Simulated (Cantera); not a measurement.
Input: 1 mol MgCl₂, 0.096 mol H₂O, 200 mol N₂, at 1900 °C and 9.10 mbar.

Equilibrium computed with Cantera from the NASA thermochemical tables; the gas is ideal and each condensed phase is pure. Rates play no part.

| species | before | after |
|---|---|---|
| N₂ | 0.987 | 0.994 |
| MgCl₂ | 0.00117 | 0.00447 |
| HCl | 0.000689 | 0.000897 |
| Cl | 0.00666 | 0.000103 |
| Mg | 0.00358 | 2.18e-5 |
| O | 0.000158 | 1.73e-9 |
| O₂ | 4.41e-5 | <1e-9 |
| NO | 0.000193 | 4.53e-8 |
| OH | 1.70e-5 | 1.44e-8 |
| H | 0.000193 | 3.59e-6 |
| MgCl | 0.000181 | 6.96e-6 |
| MgO(s), mol | 0 | 0.0955 |
Gas species are given as mole fractions.

Problem. What was changed between the two runs?
A) N₂ from 200 to 0.32 mol
B) pressure from 9.10 mbar to 0.100 bar
C) N₂ from 200 to 0.34 mol
D) temperature from 1900 °C to 1350 °C

Solution. D, temperature from 1900 °C to 1350 °C
